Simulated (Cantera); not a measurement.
Cantera run:

```python
import numpy as np
import cantera as ct

gas_names = [...]  # 109 gases of nasa_gas.yaml made of C, Cl, H, Si
cond_names = """
    C(gr) C6H6(L) C7H8(L) C8H18(L),n-octa Si(cr) Si(L) SiC(b)
""".split()


# ... load() reads the species with a 1 bar reference pressure and builds the phases ...
atoms = {
    'SiH2Cl2': {'Si': 1, 'H': 2, 'CL': 2},
    'C2H4': {'C': 2, 'H': 4},
    'H2': {'H': 2},
}
top_T = {'C(gr)': 4500, 'SiC(b)': 3050}  # K; cautious upper limits of use, not melting points


# ... equilibrate(T, P, feed) seeds the gas with the atoms and calls Mixture.equilibrate('TP', solver="vcs", rtol=1e-11, max_steps=5000) ...
results = []
T = 2273  # K
P = 100000  # Pa
for m in [0.1, 0.12, 0.14, 0.17, 0.21, 0.25, 0.29, 0.35, 0.42, 0.5, 0.6, 0.71, 0.85]:
    feed = {'SiH2Cl2': 1, 'C2H4': m, 'H2': 1100}  # mol
    mix = equilibrate(T, P, feed)
    results.append((T, P, feed, dict(zip(mix.species_names, mix.species_moles))))
    x = sorted(zip(gas.X, gas.species_names), reverse=True)
    print(f"T = {T:g} K  P = {P:g} Pa  n(C2H4) = {m:g} mol  gas = {mix.phase_moles(0):.4g} mol")
    print("   x: " + "  ".join(f"{s} {v:.3e}" for v, s in x if v > 1e-05))
    print("   condensed (mol): " + ("  ".join(f"{mix.phase(i).name} {mix.phase_moles(i):.4g}"
          for i in range(1, mix.n_phases) if mix.phase_moles(i) > 1e-12) or "none"))
```

It prints:

```
T = 2273 K  P = 100000 Pa  n(C2H4) = 0.1 mol  gas = 1107 mol
   x: H2 9.889e-01  H 8.354e-03  HCL 1.781e-03  Si 4.329e-04  SiH2 2.429e-04  SiH 1.660e-04  C2H2,acetylene 6.315e-05  CH4 2.874e-05  Si2C 1.871e-05  CL 1.086e-05
   condensed (mol): none
T = 2273 K  P = 100000 Pa  n(C2H4) = 0.12 mol  gas = 1107 mol
   x: H2 9.889e-01  H 8.353e-03  HCL 1.781e-03  Si 4.309e-04  SiH2 2.418e-04  SiH 1.652e-04  C2H2,acetylene 7.812e-05  CH4 3.197e-05  Si2C 2.062e-05  CL 1.086e-05
   condensed (mol): none
T = 2273 K  P = 100000 Pa  n(C2H4) = 0.14 mol  gas = 1107 mol
   x: H2 9.888e-01  H 8.353e-03  HCL 1.781e-03  Si 4.290e-04  SiH2 2.408e-04  SiH 1.645e-04  C2H2,acetylene 9.333e-05  CH4 3.494e-05  Si2C 2.234e-05  CL 1.086e-05
   condensed (mol): none
T = 2273 K  P = 100000 Pa  n(C2H4) = 0.17 mol  gas = 1108 mol
   x: H2 9.888e-01  H 8.353e-03  HCL 1.781e-03  Si 4.266e-04  SiH2 2.394e-04  SiH 1.636e-04  C2H2,acetylene 1.165e-04  CH4 3.903e-05  Si2C 2.467e-05  CL 1.086e-05
   condensed (mol): none
T = 2273 K  P = 100000 Pa  n(C2H4) = 0.21 mol  gas = 1108 mol
   x: H2 9.888e-01  H 8.353e-03  HCL 1.781e-03  Si 4.236e-04  SiH2 2.377e-04  SiH 1.625e-04  C2H2,acetylene 1.478e-04  CH4 4.397e-05  Si2C 2.741e-05  CL 1.086e-05
   condensed (mol): none
T = 2273 K  P = 100000 Pa  n(C2H4) = 0.25 mol  gas = 1108 mol
   x: H2 9.888e-01  H 8.353e-03  HCL 1.781e-03  Si 4.210e-04  SiH2 2.362e-04  C2H2,acetylene 1.796e-04  SiH 1.614e-04  CH4 4.846e-05  Si2C 2.984e-05  CL 1.086e-05
   condensed (mol): none
T = 2273 K  P = 100000 Pa  n(C2H4) = 0.29 mol  gas = 1108 mol
   x: H2 9.887e-01  H 8.353e-03  HCL 1.781e-03  Si 4.136e-04  SiH2 2.321e-04  C2H2,acetylene 2.064e-04  SiH 1.586e-04  CH4 5.196e-05  Si2C 3.088e-05  CL 1.087e-05
   condensed (mol): SiC(b) 0.01386
T = 2273 K  P = 100000 Pa  n(C2H4) = 0.35 mol  gas = 1108 mol
   x: H2 9.888e-01  H 8.353e-03  HCL 1.782e-03  Si 3.893e-04  C2H2,acetylene 2.331e-04  SiH2 2.184e-04  SiH 1.493e-04  CH4 5.521e-05  Si2C 2.906e-05  CL 1.087e-05
   condensed (mol): SiC(b) 0.0721
T = 2273 K  P = 100000 Pa  n(C2H4) = 0.42 mol  gas = 1108 mol
   x: H2 9.888e-01  H 8.353e-03  HCL 1.782e-03  Si 3.637e-04  C2H2,acetylene 2.670e-04  SiH2 2.041e-04  SiH 1.395e-04  CH4 5.909e-05  Si2C 2.715e-05  CL 1.087e-05
   condensed (mol): SiC(b) 0.1332
T = 2273 K  P = 100000 Pa  n(C2H4) = 0.5 mol  gas = 1108 mol
   x: H2 9.888e-01  H 8.353e-03  HCL 1.783e-03  Si 3.379e-04  C2H2,acetylene 3.094e-04  SiH2 1.896e-04  SiH 1.296e-04  CH4 6.361e-05  Si2C 2.523e-05  CL 1.088e-05  CH3 1.015e-05
   condensed (mol): SiC(b) 0.1947
T = 2273 K  P = 100000 Pa  n(C2H4) = 0.6 mol  gas = 1108 mol
   x: H2 9.888e-01  H 8.353e-03  HCL 1.784e-03  C2H2,acetylene 3.671e-04  Si 3.102e-04  SiH2 1.740e-04  SiH 1.189e-04  CH4 6.929e-05  Si2C 2.316e-05  CH3 1.106e-05  CL 1.088e-05
   condensed (mol): SiC(b) 0.2606
T = 2273 K  P = 100000 Pa  n(C2H4) = 0.71 mol  gas = 1108 mol
   x: H2 9.887e-01  H 8.353e-03  HCL 1.784e-03  C2H2,acetylene 4.358e-04  Si 2.847e-04  SiH2 1.597e-04  SiH 1.092e-04  CH4 7.549e-05  Si2C 2.125e-05  CH3 1.205e-05  CL 1.088e-05
   condensed (mol): SiC(b) 0.321
T = 2273 K  P = 100000 Pa  n(C2H4) = 0.85 mol  gas = 1109 mol
   x: H2 9.887e-01  H 8.353e-03  HCL 1.785e-03  C2H2,acetylene 5.295e-04  Si 2.582e-04  SiH2 1.449e-04  SiH 9.902e-05  CH4 8.321e-05  Si2C 1.928e-05  CH3 1.328e-05  CL 1.089e-05
   condensed (mol): SiC(b) 0.3835
```

Equilibrium computed with Cantera from the NASA thermochemical tables; the gas is ideal and each condensed phase is pure. Gases not in the tables: Si2H6 and higher silanes.
